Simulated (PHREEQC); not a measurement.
Model water analysis in mg/L, 5 °C, pH 6.27, pe 10.1:

| constituent | mg/L |
|---|---|
| Na | 0.117 |
| K | 0.00421 |
| Ca | 0.031 |
| Mg | 0.115 |
| Cl | 0.0584 |
| S(6) as SO4 | 0.137 |
| Alkalinity as HCO3 | 0.746 |
| Pb | 0.0192 |
| Cu(2) | 0.000188 |
| Li | 0.000502 |

Valence states are taken as typed.

Computed with PHREEQC (ion-association model, wateq4f.dat).

| Property | Value |
|---|---|
| ionic strength | 2.41e-5 mol/kgw |
| charge-balance error | -0.8 % |

```csv
species,molality,activity,log γ
CO2,2.24e-5,2.24e-5,0.000
HCO3-,1.27e-5,1.27e-5,-0.002
Na+,5.09e-6,5.06e-6,-0.002
Mg+2,4.73e-6,4.62e-6,-0.010
Cl-,1.65e-6,1.64e-6,-0.002
SO4-2,1.42e-6,1.39e-6,-0.010
Ca+2,7.73e-7,7.56e-7,-0.010
```

No solid was allowed to form. Species that the database lacks are ignored. At this temperature some constants are extrapolated from 25 °C, and those without enthalpy data are left unchanged.
